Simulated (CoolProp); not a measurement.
Computed with CoolProp (reference Helmholtz-energy equation of state, Span 1996).

### Question
For carbon dioxide, give the phase and the cv (kJ/(kg K)), speed of sound (m/s), Joule-Thomson coefficient (K/MPa), Prandtl number at 615.3 K and 80.1 bar; 772.5 K and 32 bar.

### Answer
- 615.3 K and 80.1 bar: supercritical; cv 0.906, speed of sound 379, Joule-Thomson coefficient 1.67, Prandtl number 0.754
- 772.5 K and 32 bar: gas; cv 0.971, speed of sound 421, Joule-Thomson coefficient 0.982, Prandtl number 0.727

Viscosity comes from a separate model (Laesecke 2017). Thermal conductivity comes from a separate model (Huber 2016).
